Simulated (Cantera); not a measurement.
Charge: 1 mol c-C₄F₈, 0.8 mol F₂, equilibrated at 2673.15 K and 110 Pa.

These are equilibrium values from Cantera (NASA tables, ideal gas, pure condensed phases), not measurements of a reactor. Candidate condensed phases: C; 13 gas species. The feed counts by its element totals alone. The numbers say what is thermodynamically allowed, not how fast it happens.

Base state: F 0.910, CF 0.0488, CF₂ 0.0333, C₃ 0.00558, C 0.00140, C₂ 0.000532, C₅ 3.36e-5, CF₃ 2.98e-5 (mole fractions); condensed: C(graphite).

What changes in the equilibrium state with this change: temperature from 2673.15 K to 600 K?


```json
[
 {"species": "CF₄", "before": "2.53e-6", "after": "1.00"},
 {"species": "F", "before": "0.910", "after": "<1e-9"},
 {"species": "CF", "before": "0.0488", "after": "<1e-9"},
 {"species": "CF₂", "before": "0.0333", "after": "<1e-9"},
 {"species": "C₃", "before": "0.00558", "after": "<1e-9"},
 {"species": "C", "before": "0.00140", "after": "<1e-9"},
 {"species": "C₂", "before": "0.000532", "after": "<1e-9"},
 {"species": "C(graphite), mol", "before": "3.05", "after": "1.60"}
]
```
Condensed phases not in the tables: fluorocarbon polymer. Gases not in the tables: C₂F₆ and larger saturated fluorocarbons.

What changes in the equilibrium state with this change: pressure from 110 Pa to 22000 Pa?


| species | before | after |
|---|---|---|
| CF₂ | 0.0333 | 0.554 |
| F | 0.910 | 0.263 |
| CF₄ | 2.53e-6 | 0.140 |
| CF₃ | 2.98e-5 | 0.0286 |
| CF | 0.0488 | 0.0141 |
| C₂F₄ | <1e-9 | 5.49e-5 |
| C | 0.00140 | 7.00e-6 |
| C₂ | 0.000532 | 2.66e-6 |
| C₃ | 0.00558 | 2.79e-5 |
| C(graphite), mol | 3.05 | 0.516 |
The tables' values for C₂F₄ are old estimates; treat these amounts as uncertain. Gases not in the tables: C₂F₆ and larger saturated fluorocarbons.

What changes in the equilibrium state with this change: c-C₄F₈ replaced by CCl₄?


| species | before | after |
|---|---|---|
| Cl | 0 | 0.711 |
| F | 0.910 | 0.265 |
| CF | 0.0488 | 0.0142 |
| CF₂ | 0.0333 | 0.00281 |
| Cl₂ | 0 | 2.14e-5 |
| ClF | 0 | 1.29e-5 |
| CF₃ | 2.98e-5 | 7.32e-7 |
| C₅ | 3.36e-5 | 3.36e-5 |
| C | 0.00140 | 0.00140 |
| C(graphite), mol | 3.05 | 0.795 |
